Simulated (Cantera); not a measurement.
Catalytic combustion on Pt

An isothermal plug-flow reactor at 725 K and 0.860 bar (inlet), inlet velocity 3.5 m/s, active area per volume 140 1/m; feed H2 : O2 : N2 : H2O = 0.0027 : 0.018 : 0.79 : 0.076 (molar parts), equivalence ratio 0.075.

Cantera simulation using Deutschmann's 1995 Pt surface mechanism with GRI-Mech 3.0 gas chemistry; the numbers are that mechanism's predictions, not measurements. Catalytic surfaces can have several steady states; this one follows from the mechanism file's or the stated starting coverage. Mass transfer to the wall is taken as infinitely fast.

```csv
z (m),x H2,x O2,x H2O,θ free Pt,θ O*,θ OH*
0.00067,0.00245,0.0200,0.0863,0.225,0.757,0.0187
0.0011,0.00218,0.0199,0.0866,0.201,0.781,0.0180
0.0019,0.00180,0.0197,0.0870,0.168,0.815,0.0168
0.0031,0.00143,0.0195,0.0874,0.135,0.850,0.0154
0.0052,0.00104,0.0193,0.0878,0.101,0.885,0.0136
0.0087,0.000706,0.0192,0.0882,0.0725,0.916,0.0118
0.015,0.000431,0.0190,0.0884,0.0511,0.939,0.0100
0.024,0.000256,0.0189,0.0886,0.0395,0.952,0.00886
0.04,0.000124,0.0189,0.0888,0.0320,0.960,0.00802
0.067,4.35e-5,0.0188,0.0888,0.0282,0.964,0.00755
```
x: gas mole fraction; θ: surface coverage.
